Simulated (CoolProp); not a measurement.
Properties of isohexane along the isobar 3.96 MPa.

Values from CoolProp's reference Helmholtz-energy equation of state, Lemmon 2006. It is a short technical equation, of lower accuracy than the large ones.

```csv
T (°C),phase,cv (kJ/(kg K)),fugacity coefficient
-64.65,liquid,1.395,3.152e-5
-52.55,liquid,?,9.277e-5
-40.45,liquid,1.476,?
-28.45,liquid,1.520,0.0005504
-16.35,liquid,1.566,0.001160
-4.25,liquid,1.614,0.002257
7.75,liquid,?,?
19.85,liquid,?,0.006976
31.95,liquid,?,0.01132
43.95,liquid,1.810,?
```

Task: Fill in the missing entries.

Result: 
- -52.55, cv (kJ/(kg K)): 1.434
- -40.45, fugacity coefficient: 0.0002396
- 7.75, cv (kJ/(kg K)): 1.662
- 7.75, fugacity coefficient: 0.004078
- 19.85, cv (kJ/(kg K)): 1.711
- 31.95, cv (kJ/(kg K)): 1.760
- 43.95, fugacity coefficient: 0.01750
